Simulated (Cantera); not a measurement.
## Hydrocarbon pyrolysis for carbon deposition

An isothermal, constant-pressure homogeneous reactor starts with CH4 : H2 = 1 : 2.6 (molar parts), at 1425 K and 10.00 Torr.

Detailed kinetics in Cantera: GRI-Mech 3.0 (53 species, 325 reactions). GRI-Mech 3.0 stops at C3 and has no aromatics, soot or wall deposition, so with more carbon than oxygen in the feed, carbon stays in small species such as C2H2 where larger ones or solid carbon would form. Radical loss at walls, strong at low pressure, is not modelled.

```csv
t (s),x CH4,x H2,x H,x C2H4,x CH3,x C2H6,x CH2
8.00e-5,0.278,0.722,1.59e-8,<1e-12,6.87e-8,<1e-12,<1e-12
0.000278,0.278,0.722,4.00e-8,<1e-12,2.55e-7,<1e-12,<1e-12
0.000969,0.278,0.722,1.24e-7,7.24e-12,9.01e-7,1.21e-11,<1e-12
0.00337,0.278,0.722,4.15e-7,3.47e-10,3.15e-6,5.16e-10,1.30e-12
0.0117,0.278,0.722,1.43e-6,1.50e-8,1.10e-5,2.06e-8,1.59e-11
0.0409,0.278,0.722,4.81e-6,6.31e-7,3.71e-5,6.94e-7,1.82e-10
0.142,0.278,0.722,1.38e-5,2.36e-5,0.000106,1.14e-5,1.46e-9
0.495,0.277,0.723,2.19e-5,0.000319,0.000168,3.17e-5,3.57e-9
1.72,0.272,0.725,2.23e-5,0.000726,0.000168,3.17e-5,3.62e-9
6.00,0.257,0.734,2.29e-5,0.000740,0.000161,2.88e-5,3.52e-9
```
x: mole fraction; the columns are a selection and need not sum to one.

Equilibrium at this temperature and pressure: CH4 0.00717, H2 0.887, H 5.60e-5, C2H4 0.000772, CH3 9.09e-6, C2H6 1.44e-7, CH2 4.30e-10 (gas phase only).
